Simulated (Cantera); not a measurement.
What does this Cantera script print?

```python
import numpy as np
import cantera as ct

gas = ct.Solution("gri30.yaml")


def delay(T, t_max=10):
    gas.TPX = T, 660000, {'CH4': 1, 'CO': 1.2, 'O2': 3.88, 'N2': 14.6, 'H2': 0.089}
    reactor = ct.IdealGasConstPressureReactor(gas, clone=False)
    net = ct.ReactorNet([reactor])
    net.rtol, net.atol = 1e-8, 1e-16
    while net.time < t_max:
        t_old, T_old = net.time, reactor.T
        net.step()
        if reactor.T > T + 400:  # ignition: a rise of 400 K
            return t_old + (T + 400 - T_old) / (reactor.T - T_old) * (net.time - t_old)
    return np.nan


taus = []
for T in [1250, 1325, 1400, 1475, 1550, 1625, 1700, 1775, 1850, 1925]:
    taus.append(delay(T))
    print(f"T0 = {T:6g} K   tau = {taus[-1]:.4e} s")
```

It prints:

```
T0 =   1250 K   tau = 1.7139e-03 s
T0 =   1325 K   tau = 7.7309e-04 s
T0 =   1400 K   tau = 3.6537e-04 s
T0 =   1475 K   tau = 1.8235e-04 s
T0 =   1550 K   tau = 9.6618e-05 s
T0 =   1625 K   tau = 5.4352e-05 s
T0 =   1700 K   tau = 3.2312e-05 s
T0 =   1775 K   tau = 2.0169e-05 s
T0 =   1850 K   tau = 1.3140e-05 s
T0 =   1925 K   tau = 8.8914e-06 s
```

Computed with Cantera and GRI-Mech 3.0 (53 species, 325 reactions).
